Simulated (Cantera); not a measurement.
Thermodynamics of titanium nitride, carbide and oxide coatings, feed TiCl4 + CH4

A closed system holds: 1 mol TiCl4, 2.1 mol CH4, equilibrated at 1273 K and 1.00 bar.

Equilibrium computed with Cantera from the NASA thermochemical tables; the gas is ideal and each condensed phase is pure. Candidate condensed phases: C, C6H6, C7H8, C8H18, Ti, TiC, TiCl2, TiCl3, TiCl4; 96 gas species. TiC: taken at fixed stoichiometry. The numbers say what is thermodynamically allowed, not how fast it happens.

```yaml
x(H2): 0.642
x(HCl): 0.224
x(TiCl4): 0.110
x(TiCl3): 0.0209
x(CH4): 0.00387
x(TiCl2): 2.56e-6
n(C(graphite)): 1.80 mol
n(TiC(s)): 0.280 mol
gas_amount: 5.517 mol
log10 activity of TiCl4(l) (absent): -3.01
log10 activity of Ti(β) (absent): -6.95
```
